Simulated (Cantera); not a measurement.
A closed system holds: 1 mol SiC, 0.25 mol Si, 0.063 mol H₂, at 2.25 Torr.

Cantera equilibrium calculation (NASA polynomials, part measured and part estimated; ideal gas, pure solids and liquids). Candidate condensed phases: C, C₆H₆, C₇H₈, C₈H₁₈, Si, SiC; 87 gas species. Mutual solubility and eutectic melting of coexisting phases are not modelled. Gases not in the tables: Si₂H₆ and higher silanes. Equilibrium is a limit: real reactors are often held back by kinetics, nucleation or transport.

Which condensed phases are stable at each of these points (T (K)): 2198, 2248, 2298, 2348, 2398, 2448, 2498, 2548, 2598, 2648, 2698, 2748, 2798, 2848?


| T (K) | condensed phases | Si condensed (%) |
|---|---|---|
| 2198 | Si(l) + SiC(s) | 99.1 |
| 2248 | Si(l) + SiC(s) | 98.4 |
| 2298 | Si(l) + SiC(s) | 96.8 |
| 2348 | Si(l) + SiC(s) | 92.6 |
| 2398 | SiC(s) | 77.9 |
| 2448 | SiC(s) | 76.8 |
| 2498 | SiC(s) | 73.8 |
| 2548 | C(graphite) + SiC(s) | 29.6 |
| 2598 | C(graphite) | 0.0 |
| 2648 | C(graphite) | 0.0 |
| 2698 | C(graphite) | 0.0 |
| 2748 | C(graphite) | 0.0 |
| 2798 | C(graphite) | 0.0 |
| 2848 | gas only | 0.0 |

From 2198 K to 2348 K the condensed part is Si(l) + SiC(s). From 2398 K to 2498 K the condensed part is SiC(s). At 2548 K the condensed part is C(graphite) + SiC(s). From 2598 K to 2798 K the condensed part is C(graphite). At 2848 K nothing is condensed.
